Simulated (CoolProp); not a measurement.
Properties of n-undecane at several states.

Computed with CoolProp (reference Helmholtz-energy equation of state, Aleksandrov 2011). It is a short technical equation, of lower accuracy than the large ones.

```tsv
T (K)	p (MPa)	phase	Z	cp (kJ/(kg K))	speed of sound (m/s)	expansivity (1/kK)	fugacity coefficient
438.9	4.05	liquid	0.2739	2.740	809.8	1.257	0.01421
362.2	0.437	liquid	0.03297	[?]	1024	1.118	0.006343
308.7	0.0152	liquid	0.001271	[?]	1224	1.045	0.008219
367.3	11.6	liquid	0.8530	2.449	1091	1.006	0.0006907
572.4	4.35	liquid	0.2792	3.275	441.5	[?]	0.1727
```

**Question.** Complete the blanks.

**Answer.** 
- 362.2, cp (kJ/(kg K)): 2.445
- 308.7, cp (kJ/(kg K)): 2.249
- 572.4, expansivity (1/kK): 2.181
